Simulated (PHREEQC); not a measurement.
Na2HPO4 is added in steps, without added water, to 1 kg of water holding 12 mmol/kgw KH2PO4 and 190 mmol/kgw HNO3, at 20 °C. O2 is buffered at 0.21 atm. The system is closed to CO2. Nothing may precipitate in this run.

Base run: PHREEQC, ion-association model, phreeqc.dat. Each further column changes one thing. The table gives HPO4-2 (mol/kgw).

```tsv
Na2HPO4 added (mol)	base	Davies equation for every ion	Debye-Hückel limiting law	all activity coefficients set to 1	database wateq4f.dat
0	8.15e-10	8.91e-10	3.11e-9	1.58e-10	8.15e-10
0.03562	8.07e-9	8.74e-9	3.02e-8	1.62e-9	8.07e-9
0.05937	2.93e-8	3.12e-8	1.03e-7	6.38e-9	2.93e-8
0.095	2.90e-7	2.91e-7	7.90e-7	9.99e-8	2.90e-7
0.1306	2.48e-6	[?]	5.64e-6	1.17e-6	2.48e-6
0.1544	8.80e-6	8.06e-6	1.99e-5	4.35e-6	8.80e-6
0.19	0.000765	0.000709	0.00126	0.000444	0.000766
0.2256	0.0297	0.0283	0.0345	0.0191	0.0297
0.2494	0.0489	0.0461	[?]	0.0306	0.0490
0.285	0.0772	0.0712	0.0927	[?]	0.0774
0.3206	0.105	0.0943	0.128	0.0611	0.105
0.3444	0.122	0.108	0.152	0.0701	0.123
0.38	0.149	0.128	0.187	0.0827	0.149
```

Task: Fill in the missing entries.

Result: 
- 0.1306, Davies equation for every ion: 2.34e-6
- 0.2494, Debye-Hückel limiting law: 0.0577
- 0.285, all activity coefficients set to 1: 0.0466

The ionic strength passes 0.7 mol/kgw, the rough limit of the ion-association models, in part of: base; Davies equation for every ion; Debye-Hückel limiting law; all activity coefficients set to 1; database wateq4f.dat. H3PO4, which wateq4f.dat lacks, is added to it with the constant of phreeqc.dat. phreeqc.dat and wateq4f.dat share most of their constants, so their agreement is no independent check.
